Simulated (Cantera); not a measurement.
Input: 1 mol Al, 3.1 mol HCl, at 1.00 Torr.

Equilibrium computed with Cantera from the NASA thermochemical tables; the gas is ideal and each condensed phase is pure. Candidate condensed phases: Al, AlCl3; 12 gas species. Kinetics and transport are ignored.

log p: log10 of the partial pressure in bar; nothing condenses.

| T (K) | log p H2 | log p AlCl3 | log p Al2Cl6 | log p HCl | log p AlCl2 |
|---|---|---|---|---|---|
| 400 | -3.02 | -6.01 | -3.50 | -4.20 | <-14 |
| 450 | -3.02 | -5.11 | -3.51 | -4.20 | <-14 |
| 500 | -3.03 | -4.40 | -3.53 | -4.20 | <-14 |
| 550 | -3.04 | (withheld) | (withheld) | -4.22 | <-14 |
| 600 | -3.07 | (withheld) | (withheld) | -4.25 | -14.29 |
| 650 | -3.10 | -3.35 | -4.38 | -4.28 | -12.71 |
| 700 | -3.11 | -3.30 | -4.97 | -4.29 | -11.45 |

Question: Some entries are withheld; supply them.

Answer: 
- 600, log p AlCl3: -3.52
- 600, log p Al2Cl6: -3.89
- 550, log p AlCl3: -3.87
- 550, log p Al2Cl6: -3.63
